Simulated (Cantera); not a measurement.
Input (Python, Cantera) and output of one run.

```python
import numpy as np
import cantera as ct

gas_names = """
    CL CLF CLF3 CL2 F F2 H HCL HF H2 H2F2 H3F3 H4F4 H5F5 H6F6 H7F7 Li LiCL LiF LiH Li2 Li2CL2 Li2F2
    Li3CL3 Li3F3
""".split()
cond_names = """
    Li(cr) Li(L) LiCL(s) LiCL(L) LiF(s) LiF(L) LiH(s) LiH(L)
""".split()


# ... load() reads the species with a 1 bar reference pressure and builds the phases ...
atoms = {
    'LiCl': {'Li': 1, 'CL': 1},
    'HF': {'H': 1, 'F': 1},
    'H2': {'H': 2},
}
top_T = {}  # K; cautious upper limits of use, not melting points


# ... equilibrate(T, P, feed) seeds the gas with the atoms and calls Mixture.equilibrate('TP', solver="vcs", rtol=1e-11, max_steps=5000) ...
results = []
feed = {'LiCl': 1, 'HF': 0.036, 'H2': 10}  # mol
T = 1400  # K
for P in [0.1, 0.46, 2.2, 10, 46, 220, 1000, 4600, 22000, 100000]:
    mix = equilibrate(T, P, feed)
    results.append((T, P, feed, dict(zip(mix.species_names, mix.species_moles))))
    x = sorted(zip(gas.X, gas.species_names), reverse=True)
    print(f"T = {T:g} K  P = {P:g} Pa  gas = {mix.phase_moles(0):.4g} mol")
    print("   x: " + "  ".join(f"{s} {v:.3e}" for v, s in x if v > 1e-06))
    print("   condensed (mol): " + ("  ".join(f"{mix.phase(i).name} {mix.phase_moles(i):.4g}"
          for i in range(1, mix.n_phases) if mix.phase_moles(i) > 1e-12) or "none"))
```

Result:

```
T = 1400 K  P = 0.1 Pa  gas = 11.07 mol
   x: H2 9.005e-01  LiCL 8.721e-02  H 4.616e-03  HCL 3.119e-03  LiF 1.851e-03  HF 1.402e-03  Li 1.281e-03  CL 1.317e-05
   condensed (mol): none
T = 1400 K  P = 0.46 Pa  gas = 11.05 mol
   x: H2 9.034e-01  LiCL 8.780e-02  HCL 2.677e-03  H 2.156e-03  LiF 1.980e-03  HF 1.278e-03  Li 7.021e-04  CL 5.259e-06
   condensed (mol): none
T = 1400 K  P = 2.2 Pa  gas = 11.04 mol
   x: H2 9.048e-01  LiCL 8.813e-02  HCL 2.417e-03  LiF 2.062e-03  HF 1.198e-03  H 9.864e-04  Li 3.571e-04  CL 2.170e-06  Li2CL2 1.207e-06
   condensed (mol): none
T = 1400 K  P = 10 Pa  gas = 11.04 mol
   x: H2 9.055e-01  LiCL 8.829e-02  HCL 2.284e-03  LiF 2.107e-03  HF 1.154e-03  H 4.629e-04  Li 1.777e-04  Li2CL2 5.504e-06
   condensed (mol): none
T = 1400 K  P = 46 Pa  gas = 11.04 mol
   x: H2 9.059e-01  LiCL 8.833e-02  HCL 2.216e-03  LiF 2.129e-03  HF 1.131e-03  H 2.158e-04  Li 8.544e-05  Li2CL2 2.535e-05
   condensed (mol): none
T = 1400 K  P = 220 Pa  gas = 11.04 mol
   x: H2 9.061e-01  LiCL 8.819e-02  HCL 2.183e-03  LiF 2.136e-03  HF 1.119e-03  Li2CL2 1.208e-04  H 9.871e-05  Li 3.961e-05  Li2F2 3.482e-06
   condensed (mol): none
T = 1400 K  P = 1000 Pa  gas = 11.03 mol
   x: H2 9.066e-01  LiCL 8.741e-02  HCL 2.169e-03  LiF 2.119e-03  HF 1.113e-03  Li2CL2 5.396e-04  H 4.631e-05  Li 1.853e-05  Li2F2 1.558e-05
   condensed (mol): none
T = 1400 K  P = 4600 Pa  gas = 11.01 mol
   x: H2 9.082e-01  LiCL 8.406e-02  Li2CL2 2.295e-03  HCL 2.170e-03  LiF 2.029e-03  HF 1.109e-03  Li2F2 6.567e-05  H 2.161e-05  Li 8.316e-06  Li3CL3 1.996e-06
   condensed (mol): none
T = 1400 K  P = 22000 Pa  gas = 10.94 mol
   x: H2 9.138e-01  LiCL 7.269e-02  Li2CL2 8.208e-03  HCL 2.193e-03  LiF 1.722e-03  HF 1.100e-03  Li2F2 2.263e-04  Li3CL3 2.951e-05  H 9.913e-06  Li3F3 5.143e-06  Li 3.262e-06
   condensed (mol): none
T = 1400 K  P = 100000 Pa  gas = 10.82 mol
   x: H2 9.241e-01  LiCL 5.172e-02  Li2CL2 1.889e-02  HCL 2.245e-03  LiF 1.178e-03  HF 1.083e-03  Li2F2 4.817e-04  Li3CL3 2.197e-04  Li3F3 3.406e-05  H 4.676e-06  Li 1.070e-06
   condensed (mol): none
```

Equilibrium computed with Cantera from the NASA thermochemical tables; the gas is ideal and each condensed phase is pure.
